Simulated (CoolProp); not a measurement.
Vapour-liquid equilibrium of fluoroethane (R161) (1) + R227EA (2) at -68.25 °C; x and y are mole fractions of (1).

The numbers come from the multi-fluid Helmholtz-energy mixture model, Wu 2012 and Lemmon 2016; pair parameters Bell 2016 in CoolProp.

```
x     bubble pressure (kPa)  y at the bubble point  dew pressure at overall composition x (kPa)  liquid density (mol/L)
----  ---------------------  ---------------------  -------------------------------------------  ----------------------
0.05                  5.397                  0.071                                        5.361                   10.32
0.2                   6.281                  0.363                                        5.693                   11.14
0.35                  8.120                  0.635                                        6.224                   12.06
0.5                   10.63                  0.808                                        7.022                   13.10
0.65                  13.37                  0.903                                        8.271                   14.29
0.8                   16.02                  0.957                                        10.47                   15.67
0.95                  18.51                  0.991                                        15.60                   17.28
```

No azeotrope shows between x = 0.05 and 0.95.

The pair parameters rest on a limited set of measurements; away from them the model extrapolates.
